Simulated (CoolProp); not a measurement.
200 sccm (0 °C, 1 atm) of nitrogen bubbles through liquid octamethylcyclotetrasiloxane (D4) at 345.6 K and leaves saturated at a total pressure of 0.026 MPa (ideal gas phase). Each further row changes one setting.

Model: reference Helmholtz-energy equation of state, Thol 2015, in CoolProp.

```csv
case,vapour pressure (kPa),mole fraction of vapour,delivery (mg/min),delivery (sccm),change of delivery for a bath 1 K warmer (%)
as stated,2.49,0.0956,280,21.1,5.7
bath temperature 350.6 K,3.18,0.122,369,27.9,5.7
total pressure 0.052 MPa,2.49,0.0478,133,10.0,5.4
```
